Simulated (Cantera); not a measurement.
**Equilibrium for chlorosilane synthesis and conversion: Si + H2 + Cl2**

A closed system holds: 1 mol Si, 0.35 mol H2, 2 mol Cl2, held at 1.50 bar.

Equilibrium computed with Cantera from the NASA thermochemical tables; the gas is ideal and each condensed phase is pure. Candidate condensed phases: Si; 19 gas species. The tables' values for SiCl3 are old estimates; treat these amounts as uncertain. Equilibrium is a limit: real reactors are often held back by kinetics, nucleation or transport.

```
T (°C)  log p SiCl4  log p H2  log p HCl  log p SiHCl3
------  -----------  --------  ---------  ------------
275            0.05     -0.41      -2.76         -2.76
300            0.04     -0.41      -2.61         -2.61
325            0.04     -0.41      -2.48         -2.48
350            0.04     -0.42      -2.35         -2.35
375            0.04     -0.42      -2.24         -2.24
400            0.04     -0.42      -2.14         -2.14
425            0.04     -0.42      -2.04         -2.04
450            0.04     -0.42      -1.95         -1.95
475            0.04     -0.43      -1.87         -1.87
500            0.04     -0.43      -1.79         -1.80
525            0.04     -0.43      -1.72         -1.73
550            0.04     -0.44      -1.66         -1.66
575            0.04     -0.44      -1.60         -1.60
600            0.03     -0.44      -1.54         -1.54
```
log p: log10 of the partial pressure in bar; nothing condenses.

From 275 °C to 600 °C nothing is condensed. The main Si-bearing gas is SiCl4 throughout.
